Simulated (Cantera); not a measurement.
An adiabatic, constant-pressure homogeneous reactor starts with CH₄ : O₂ : N₂ = 1 : 4.65 : 17.5 (molar parts), equivalence ratio 0.43, at 1448 K and 0.711 atm. Integrator tolerance rtol = 1e-08.

Model: GRI-Mech 3.0 (53 species, 325 reactions), integrated in Cantera.

Task: What does this change do: initial temperature 1448 to 1375 K?

Result: 
```json
[
 {"quantity": "time of steepest temperature rise", "before": "1.89 ms", "after": "4.05 ms"},
 {"quantity": "temperature at 5.00 s", "before": "2280 K", "after": "2226 K"},
 {"quantity": "equilibrium temperature", "before": "2280 K", "after": "2226 K"},
 {"quantity": "x(CH₄) at 5.00 s", "before": "<1e-12 (gas-phase equilibrium <1e-12)", "after": "<1e-12 (gas-phase equilibrium <1e-12)"},
 {"quantity": "x(O₂) at 5.00 s", "before": "0.108 (gas-phase equilibrium 0.108)", "after": "0.108 (gas-phase equilibrium 0.108)"},
 {"quantity": "x(HCN) at 5.00 s", "before": "<1e-12 (gas-phase equilibrium <1e-12)", "after": "<1e-12 (gas-phase equilibrium <1e-12)"},
 {"quantity": "x(NO) at 5.00 s", "before": "0.0105 (gas-phase equilibrium 0.0105)", "after": "0.00941 (gas-phase equilibrium 0.00941)"},
 {"quantity": "x(H₂O₂) at 5.00 s", "before": "9.67e-8 (gas-phase equilibrium 9.67e-8)", "after": "8.49e-8 (gas-phase equilibrium 8.49e-8)"}
]
```
